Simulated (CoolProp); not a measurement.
A single-stage vapour-compression cycle with CH3F (R41): evaporating at 277.15 K (dew point), condensing at 297.15 K (bubble point), superheat 0 K, subcooling 8 K, compressor efficiency 0.75, no pressure losses. Each further row changes one setting.

Values from CoolProp's reference Helmholtz-energy equation of state, Lemmon 2006. It is a short technical equation, of lower accuracy than the large ones.

```json
[
 {"case": "as stated", "cooling COP": "8.81", "pressure ratio": "1.65", "discharge temperature (K)": "315.5", "refrigerating effect (kJ/kg)": "289", "volumetric capacity (kJ/m³)": "13900"},
 {"case": "evaporating temperature 282.15 K", "cooling COP": "___", "pressure ratio": "___", "discharge temperature (K)": "310.2", "refrigerating effect (kJ/kg)": "286", "volumetric capacity (kJ/m³)": "16000"},
 {"case": "condensing temperature 292.15 K", "cooling COP": "12.3", "pressure ratio": "___", "discharge temperature (K)": "___", "refrigerating effect (kJ/kg)": "303", "volumetric capacity (kJ/m³)": "14600"},
 {"case": "subcooling 13 K", "cooling COP": "___", "pressure ratio": "1.65", "discharge temperature (K)": "315.5", "refrigerating effect (kJ/kg)": "303", "volumetric capacity (kJ/m³)": "14600"},
 {"case": "superheat 10 K", "cooling COP": "___", "pressure ratio": "1.65", "discharge temperature (K)": "___", "refrigerating effect (kJ/kg)": "311", "volumetric capacity (kJ/m³)": "13500"},
 {"case": "compressor efficiency 0.65", "cooling COP": "7.63", "pressure ratio": "1.65", "discharge temperature (K)": "___", "refrigerating effect (kJ/kg)": "289", "volumetric capacity (kJ/m³)": "13900"}
]
```

What belongs in the gaps?


- evaporating temperature 282.15 K, cooling COP: 12.2
- evaporating temperature 282.15 K, pressure ratio: 1.44
- condensing temperature 292.15 K, pressure ratio: 1.46
- condensing temperature 292.15 K, discharge temperature (K): 305.9
- subcooling 13 K, cooling COP: 9.25
- superheat 10 K, cooling COP: 8.52
- superheat 10 K, discharge temperature (K): 327.8
- compressor efficiency 0.65, discharge temperature (K): 317.8
